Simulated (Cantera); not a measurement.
Input (Python, Cantera) and output of one run.

```python
import numpy as np
import cantera as ct

gas_names = """
    F FO FO2 F2 F2O H HF HOF HO2 H2 H2F2 H2O H2O2 H3F3 H4F4 H5F5 H6F6 H7F7 O OH O2 O3 Si SiF SiF2 SiF3
    SiF4 SiH SiHF3 SiH2 SiH2F2 SiH3 SiH3F SiH4 SiO SiO2 Si2 Si3
""".split()
cond_names = """
    H2O(s) H2O(L) Si(cr) Si(L) SiO2(Lqz) SiO2(hqz) SiO2(L)
""".split()


# ... load() reads the species with a 1 bar reference pressure and builds the phases ...
atoms = {
    'SiF4': {'Si': 1, 'F': 4},
    'O2': {'O': 2},
    'H2O': {'H': 2, 'O': 1},
}
top_T = {}  # K; cautious upper limits of use, not melting points


# ... equilibrate(T, P, feed) seeds the gas with the atoms and calls Mixture.equilibrate('TP', solver="vcs", rtol=1e-11, max_steps=5000) ...
results = []
feed = {'SiF4': 1, 'O2': 0.064, 'H2O': 1.5}  # mol
P = 10000  # Pa
for T in [925, 1025, 1125, 1225, 1325, 1425, 1525, 1625, 1725, 1825]:
    mix = equilibrate(T, P, feed)
    results.append((T, P, feed, dict(zip(mix.species_names, mix.species_moles))))
    x = sorted(zip(gas.X, gas.species_names), reverse=True)
    print(f"T = {T:g} K  P = {P:g} Pa  gas = {mix.phase_moles(0):.4g} mol")
    print("   x: " + "  ".join(f"{s} {v:.3e}" for v, s in x if v > 0.0001))
    print("   condensed (mol): " + ("  ".join(f"{mix.phase(i).name} {mix.phase_moles(i):.4g}"
          for i in range(1, mix.n_phases) if mix.phase_moles(i) > 1e-12) or "none"))
```

It prints:

```
T = 925 K  P = 10000 Pa  gas = 2.837 mol
   x: HF 3.855e-01  H2O 3.359e-01  SiF4 2.560e-01  O2 2.256e-02
   condensed (mol): SiO2(hqz) 0.2735
T = 1025 K  P = 10000 Pa  gas = 2.911 mol
   x: HF 4.768e-01  H2O 2.769e-01  SiF4 2.243e-01  O2 2.199e-02
   condensed (mol): SiO2(hqz) 0.347
T = 1125 K  P = 10000 Pa  gas = 2.976 mol
   x: HF 5.543e-01  H2O 2.268e-01  SiF4 1.974e-01  O2 2.150e-02
   condensed (mol): SiO2(hqz) 0.4125
T = 1225 K  P = 10000 Pa  gas = 3.032 mol
   x: HF 6.177e-01  H2O 1.859e-01  SiF4 1.754e-01  O2 2.111e-02
   condensed (mol): SiO2(hqz) 0.4682
T = 1325 K  P = 10000 Pa  gas = 3.078 mol
   x: HF 6.683e-01  SiF4 1.578e-01  H2O 1.531e-01  O2 2.079e-02
   condensed (mol): SiO2(hqz) 0.5143
T = 1425 K  P = 10000 Pa  gas = 3.116 mol
   x: HF 7.084e-01  SiF4 1.438e-01  H2O 1.272e-01  O2 2.053e-02
   condensed (mol): SiO2(hqz) 0.5518
T = 1525 K  P = 10000 Pa  gas = 3.146 mol
   x: HF 7.401e-01  SiF4 1.328e-01  H2O 1.066e-01  O2 2.032e-02
   condensed (mol): SiO2(hqz) 0.5821
T = 1625 K  P = 10000 Pa  gas = 3.171 mol
   x: HF 7.652e-01  SiF4 1.241e-01  H2O 9.032e-02  O2 2.014e-02  OH 2.009e-04
   condensed (mol): SiO2(hqz) 0.6066
T = 1725 K  P = 10000 Pa  gas = 3.191 mol
   x: HF 7.856e-01  SiF4 1.170e-01  H2O 7.702e-02  O2 1.997e-02  OH 3.724e-04
   condensed (mol): SiO2(L) 0.6267
T = 1825 K  P = 10000 Pa  gas = 3.209 mol
   x: HF 8.026e-01  SiF4 1.110e-01  H2O 6.574e-02  O2 1.981e-02  OH 6.397e-04  H2 1.001e-04
   condensed (mol): SiO2(L) 0.6438
```

Method: chemical equilibrium by Gibbs-energy minimisation in Cantera with the NASA 1993 tables (ideal gas, pure condensed phases). The tables' values for SiF3 are old estimates; treat these amounts as uncertain. The tables hold silica as quartz up to 1696 K and as liquid above; real silica turns to tridymite and cristobalite and melts near 1996 K. Gases not in the tables: Si(OH)4.
